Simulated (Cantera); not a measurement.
Input: 1 mol Ta(OEt)5, 2.6 mol O2, 0.11 mol CH4, equilibrated at 2725 K and 32.3 Torr.

Equilibrium computed with Cantera from the NASA thermochemical tables; the gas is ideal and each condensed phase is pure. Candidate condensed phases: C, C6H6, C7H8, C8H18, H2O, Ta, TaC, Ta2O5; 113 gas species. The feed counts by its element totals alone. Condensed phases not in the tables: Ta2C, N, O or C dissolved in the metal. Kinetics and transport are ignored.

Base state: H2 0.406, CO 0.399, H 0.192, TaO 0.00207, TaO2 0.000514, H2O 0.000350, CO2 5.08e-5, OH 4.34e-5 (mole fractions); condensed: Ta(s).

### Question
What changes in the equilibrium state with this change: pressure from 32.3 Torr to 7.50 Torr?

### Answer
```json
[
 {"species": "CO", "before": "0.399", "after": "0.367"},
 {"species": "H", "before": "0.192", "after": "0.338"},
 {"species": "H2", "before": "0.406", "after": "0.293"},
 {"species": "TaO", "before": "0.00207", "after": "0.00272"},
 {"species": "H2O", "before": "0.000350", "after": "7.72e-5"},
 {"species": "CO2", "before": "5.08e-5", "after": "1.43e-5"},
 {"species": "TaO2", "before": "0.000514", "after": "0.000207"},
 {"species": "OH", "before": "4.34e-5", "after": "2.34e-5"},
 {"species": "O", "before": "1.30e-5", "after": "1.71e-5"},
 {"species": "Ta(s), mol", "before": "0.935", "after": "0.919"}
]
```

### Question
What changes in the equilibrium state with this change: pressure from 32.3 Torr to 10.0 Torr?

### Answer
```tsv
species	before	after
CO	0.399	0.374
H2	0.406	0.318
H	0.192	0.305
TaO	0.00207	0.00264
H2O	0.000350	0.000109
CO2	5.08e-5	1.88e-5
TaO2	0.000514	0.000259
Ta(s), mol	0.935	0.922
```
